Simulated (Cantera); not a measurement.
A diamond (100) surface in a fixed gas of H2 with x(CH4) = 0.0026, x(H) = 0.036, x(CH3) = 0.00019, 0.0960 bar; coverages are run to steady state.

Detailed kinetics in Cantera: the Harris–Goodwin 1993 mechanism for the reconstructed diamond (100) surface.

One state of this run: growth (µm/h) = 16.1; θ c6HH = 0.472; θ c6H* = 0.0338; θ c6*H = 0.468; θ c6** = 0.0244; θ c6HM = 0.00152. θ: site fractions in the mechanism's names (c6HH fully hydrogenated, c6H* and c6*H radical sites, c6** diradical, c6HM methylated).

Task: Which value of T (K) does it belong to?
A. 925
B. 1000
C. 1375
D. 1150

Result: D, 1150
